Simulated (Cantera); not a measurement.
# Transport properties of process gases

Gas mixture: 39.0 % NO, 61.0 % O2, at 1650 Torr, frozen composition.

Cantera's kinetic-theory transport with the Lennard-Jones parameters of GRI-Mech 3.0, ideal gas; thermal conductivity in the multicomponent form. The composition is frozen, though it would react at the higher temperatures.

| T (K) | ρ (kg/m³) | cp (J/kg/K) | μ (µPa s) | λ (mW/m/K) | Pr | D (cm²/s) H2O | D (cm²/s) NO | D (cm²/s) OH |
|---|---|---|---|---|---|---|---|---|
| 400 | 2.07 | 962.8 | 24.6 | 33.3 | 0.712 | 0.182 | 0.156 | 0.242 |
| 550 | 1.50 | 1002 | 30.8 | 43.5 | 0.710 | 0.331 | 0.270 | 0.417 |
| 700 | 1.18 | 1045 | 36.3 | 53.4 | 0.710 | 0.514 | 0.405 | 0.626 |
| 850 | 0.972 | 1079 | 41.3 | 62.8 | 0.709 | 0.725 | 0.562 | 0.866 |
| 1000 | 0.826 | 1106 | 45.9 | 71.7 | 0.709 | 0.964 | 0.737 | 1.14 |
| 1150 | 0.718 | 1125 | 50.3 | 80.0 | 0.708 | 1.23 | 0.930 | 1.43 |
D: mixture-averaged diffusion coefficient of that species in the mixture.
